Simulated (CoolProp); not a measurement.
The fluid at 298.15 K and 2.66 MPa is throttled through a valve to 1.75 MPa with no heat exchange. The same conditions are run with several fluids, on thermodynamics alone (safety and materials aside).

Values from CoolProp's reference Helmholtz-energy equation of state of each fluid (CH2F2 (R32): Tillner-Roth 1997; n-nonane: Lemmon 2006; R141b: Lemmon 2006; propane: Lemmon 2009; R245fa: Akasaka 2015).

```tsv
fluid	temperature change (K)	final density (kg/m³)
CH2F2 (R32)	[?]	[?]
n-nonane	[?]	715
R141b	[?]	1240
propane	[?]	[?]
R245fa	[?]	[?]
```

Problem. Fill in the missing entries.

Solution. 
- CH2F2 (R32), temperature change (K): -0.2
- CH2F2 (R32), final density (kg/m³): 962
- n-nonane, temperature change (K): +0.4
- R141b, temperature change (K): +0.3
- propane, temperature change (K): +0.0
- propane, final density (kg/m³): 495
- R245fa, temperature change (K): +0.2
- R245fa, final density (kg/m³): 1340
